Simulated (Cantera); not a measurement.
# Low-pressure radical oxidation in H2/O2

An isothermal, constant-pressure homogeneous reactor starts with H2 : O2 : N2 = 0.0056 : 1 : 1.6 (molar parts), at 1050 K and 0.0128 atm.

Cantera simulation using the H2/O2 subset of GRI-Mech 3.0, which has no nitrogen chemistry; the numbers are that mechanism's predictions, not measurements. Radical loss at walls, strong at low pressure, is not modelled.

```
t (s)        x H2   x O2     x H2O    x H2O2     x HO2      x OH
--------  -------  -----  --------  --------  --------  --------
2.00e-5   0.00215  0.384    <1e-12    <1e-12    <1e-12    <1e-12
8.87e-5   0.00215  0.384    <1e-12    <1e-12  2.55e-12    <1e-12
0.000394  0.00215  0.384    <1e-12    <1e-12  1.13e-11  5.45e-12
0.00175   0.00215  0.384  1.60e-11    <1e-12  5.06e-11  4.40e-11
0.00775   0.00215  0.384  6.32e-10    <1e-12  2.31e-10  4.82e-10
0.0344    0.00215  0.384   1.01e-6  2.42e-12   1.21e-8   5.40e-7
0.152     6.42e-6  0.382   0.00207   4.40e-9   4.08e-7   9.24e-5
0.676     1.79e-6  0.383   0.00212   3.74e-9   2.37e-7   5.20e-5
3.00      2.12e-7  0.383   0.00214   2.45e-9   7.55e-8   1.84e-5
```
x: mole fraction; the columns are a selection and need not sum to one.

Equilibrium at this temperature and pressure: H2 1.11e-11, O2 0.383, H2O 0.00215, H2O2 <1e-12, HO2 1.55e-10, OH 1.48e-7 (gas phase only).
